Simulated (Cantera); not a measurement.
Charge: 1 mol NH3, 0.032 mol O2, at 0.100 bar.

Method: chemical equilibrium by Gibbs-energy minimisation in Cantera with the NASA 1993 tables (ideal gas, pure condensed phases). Candidate condensed phases: H2O; 24 gas species. Equilibrium is a limit: real reactors are often held back by kinetics, nucleation or transport. All values below are at 925 K.

Base state: H2 0.718, N2 0.250, H2O 0.0320, NH3 3.03e-5 (mole fractions); condensed: gas only.

**Question.** What changes in the equilibrium state with this change: O2 from 0.032 to 1.7 mol?

**Answer.** 
```tsv
species	before	after
H2O	0.0320	0.508
O2	<1e-9	0.322
N2	0.250	0.169
H2	0.718	<1e-9
NH3	3.03e-5	<1e-9
```
